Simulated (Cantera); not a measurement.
**Thermodynamics of metals in furnace atmospheres, feed Ti + H₂O + CO**

Feed: 1 mol Ti, 0.15 mol H₂O, 17 mol CO, held at 0.150 bar.

Cantera equilibrium calculation (NASA polynomials, part measured and part estimated; ideal gas, pure solids and liquids). Candidate condensed phases: C, C₆H₆, C₇H₈, C₈H₁₈, H₂O, Ti, TiC, TiO, TiO₂, Ti₂O₃, Ti₃O₅, Ti₄O₇; 113 gas species. Mutual solubility and eutectic melting of coexisting phases are not modelled. TiC: taken at fixed stoichiometry. Condensed phases not in the tables: Magnéli phases beyond Ti₄O₇. Equilibrium is a limit: real reactors are often held back by kinetics, nucleation or transport.

```tsv
T (K)	x CO	x CO₂	x H₂	x H	x H₂O	x CH₄	n C(graphite)	n TiO₂(rutile)	n Ti₄O₇(s)	n Ti₃O₅(s)	n TiC(s)	n Ti₂O₃(s)
1100	0.977	0.0126	0.00980	6.61e-9	0.000129	5.17e-7	2.04	1.00	0	0	0	0
1175	0.986	0.00395	0.00979	3.13e-8	5.02e-5	2.75e-7	1.91	1.00	0	0	0	0
1250	0.989	0.00141	0.00980	1.24e-7	2.19e-5	1.58e-7	1.87	1.00	0	0	0	0
1325	0.990	0.000567	0.00964	4.15e-7	1.03e-5	9.36e-8	1.61	0	0.250	0	0	0
1400	0.990	0.000252	0.00959	1.23e-6	5.31e-6	5.96e-8	1.52	0	0	0.333	0	0
1475	0.991	0.000138	0.00904	3.18e-6	3.13e-6	3.16e-8	0	0	0	0.143	0.570	0
1550	0.991	0.000134	0.00902	7.72e-6	3.40e-6	1.19e-8	0	0	0	0	0.541	0.230
1625	0.991	0.000128	0.00902	1.73e-5	3.63e-6	4.95e-9	0	0	0	0	0.541	0.230
1700	0.991	0.000124	0.00901	3.61e-5	3.85e-6	2.24e-9	0	0	0	0	0.541	0.230
1775	0.991	0.000120	0.00899	7.09e-5	4.05e-6	1.08e-9	0	0	0	0	0.541	0.230
1850	0.991	0.000116	0.00896	0.000132	4.23e-6	5.57e-10	0	0	0	0	0.541	0.230
```
x: gas mole fraction; n: condensed amount in mol.

From 1100 K to 1250 K the condensed part is C(graphite) + TiO₂(rutile). At 1325 K the condensed part is C(graphite) + Ti₄O₇(s). At 1400 K the condensed part is C(graphite) + Ti₃O₅(s). At 1475 K the condensed part is TiC(s) + Ti₃O₅(s). From 1550 K to 1850 K the condensed part is TiC(s) + Ti₂O₃(s).
